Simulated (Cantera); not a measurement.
What does this Cantera script print?

```python
import numpy as np
import cantera as ct

gas = ct.Solution("SiF4_NH3_mec.yaml", "gas")
gas.TPX = 1725, 4900, {'NH3': 1, 'H2': 7.5}
reactor = ct.IdealGasConstPressureReactor(gas, energy="off", clone=False)
net = ct.ReactorNet([reactor])
net.rtol, net.atol = 1e-08, 1e-18
show = ['NH3', 'H2', 'N2', 'NH', 'H']
times = np.geomspace(5e-05, 20, 13)

steps = ct.SolutionArray(gas, extra=["t"])
rows = []
print(f"{'t/s':>10s}{'T/K':>9s}{'P/Pa':>11s}" + "".join(f"{s:>11s}" for s in show))
for t in times:
    while net.time < t:
        t_next = net.step()
        steps.append(gas.state, t=t_next)
    rows.append([np.interp(t, steps.t, y) for y in (steps.T, steps.P, *steps(*show).X.T)])
    print(f"{t:10.3e}{rows[-1][0]:9.1f}{rows[-1][1]:11.4g}" + "".join(f"{x:11.3e}" for x in rows[-1][2:]))
rate = np.gradient(steps.T, steps.t)
print("integrator steps:", len(steps.t))
if steps.T.max() > steps.T[0] + 200:
    print(f"time of steepest temperature rise: {steps.t[rate.argmax()]:.4e} s")
gas.TPX = 1725, 4900, {'NH3': 1, 'H2': 7.5}
gas.equilibrate("TP")
print(f"equilibrium (TP): T = {gas.T:.1f} K  " + "  ".join(f"{s} {gas[s].X[0]:.3e}" for s in show))
```

Result:

```
       t/s      T/K       P/Pa        NH3         H2         N2         NH          H
 5.000e-05   1725.0       4900  1.176e-01  8.824e-01  1.421e-16  3.520e-13  1.416e-07
 1.465e-04   1725.0       4900  1.176e-01  8.824e-01  1.836e-14  3.573e-12  4.208e-07
 4.292e-04   1725.0       4900  1.176e-01  8.824e-01  1.624e-12  3.247e-11  1.239e-06
 1.257e-03   1725.0       4900  1.176e-01  8.823e-01  8.070e-11  2.844e-10  3.636e-06
 3.684e-03   1725.0       4900  1.176e-01  8.823e-01  2.711e-09  2.458e-09  1.065e-05
 1.079e-02   1725.0       4900  1.176e-01  8.823e-01  8.068e-08  2.104e-08  3.118e-05
 3.162e-02   1725.0       4900  1.176e-01  8.823e-01  2.550e-06  1.745e-07  8.989e-05
 9.265e-02   1725.0       4900  1.174e-01  8.823e-01  7.097e-05  8.872e-07  2.034e-04
 2.714e-01   1725.0       4900  1.164e-01  8.828e-01  5.361e-04  1.114e-06  2.293e-04
 7.953e-01   1725.0       4900  1.132e-01  8.845e-01  1.926e-03  1.103e-06  2.317e-04
 2.330e+00   1725.0       4900  1.047e-01  8.892e-01  5.733e-03  1.071e-06  2.385e-04
 6.826e+00   1725.0       4900  8.407e-02  9.006e-01  1.499e-02  9.845e-07  2.584e-04
 2.000e+01   1725.0       4900  4.692e-02  9.211e-01  3.161e-02  7.834e-07  3.150e-04
integrator steps: 577
equilibrium (TP): T = 1725.0 K  NH3 3.522e-07  H2 9.466e-01  N2 5.261e-02  NH 3.812e-11  H 8.217e-04
```

Cantera simulation using the gas-phase N/H chemistry of the illustrative SiF4/NH3 mechanism in the Surface Chemkin manual (1991); the numbers are that mechanism's predictions, not measurements. Walls and surfaces, which speed up NH3 decomposition in real reactors, are not modelled.
